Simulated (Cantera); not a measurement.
# Dilute partial oxidation

An isothermal, constant-pressure homogeneous reactor starts with 2.24 % CH2O, 4.48 % O2, 93.3 % N2, equivalence ratio 0.50, at 1100 K and 500000 Pa.

Computed with Cantera and GRI-Mech 3.0 (53 species, 325 reactions). The temperature is held fixed by assumption; the heat of reaction is taken as removed at once.

```csv
t (s),x CH2O,x O2,x CH3,x H2,x NO,x C2H,x CH2
0.000300,0.0217,0.0443,2.27e-12,7.23e-5,<1e-12,<1e-12,<1e-12
0.000579,0.0184,0.0420,9.89e-12,0.000453,<1e-12,<1e-12,<1e-12
0.00112,0.00492,0.0349,2.56e-11,0.00202,<1e-12,<1e-12,<1e-12
0.00216,2.06e-7,0.0325,2.64e-12,0.00158,1.82e-10,<1e-12,<1e-12
0.00417,1.03e-9,0.0318,1.17e-12,0.00113,2.04e-10,<1e-12,<1e-12
0.00805,1.05e-10,0.0310,<1e-12,0.000734,2.50e-10,<1e-12,<1e-12
0.0155,5.87e-11,0.0300,<1e-12,0.000378,3.23e-10,<1e-12,<1e-12
0.0300,3.08e-11,0.0287,<1e-12,0.000154,4.54e-10,<1e-12,<1e-12
0.0579,1.57e-11,0.0271,<1e-12,6.02e-5,7.04e-10,<1e-12,<1e-12
0.112,6.21e-12,0.0254,<1e-12,3.03e-5,1.09e-9,<1e-12,<1e-12
0.216,1.31e-12,0.0238,<1e-12,1.39e-5,1.37e-9,<1e-12,<1e-12
0.417,<1e-12,0.0229,<1e-12,4.72e-6,1.21e-9,<1e-12,<1e-12
0.805,<1e-12,0.0226,<1e-12,1.44e-6,8.75e-10,<1e-12,<1e-12
1.55,<1e-12,0.0224,<1e-12,4.58e-7,7.24e-10,<1e-12,<1e-12
3.00,<1e-12,0.0224,<1e-12,1.33e-7,9.40e-10,<1e-12,<1e-12
```
x: mole fraction; the columns are a selection and need not sum to one.

Equilibrium at this temperature and pressure: CH2O <1e-12, O2 0.0224, CH3 <1e-12, H2 8.88e-11, NO 3.04e-5, C2H <1e-12, CH2 <1e-12 (gas phase only).
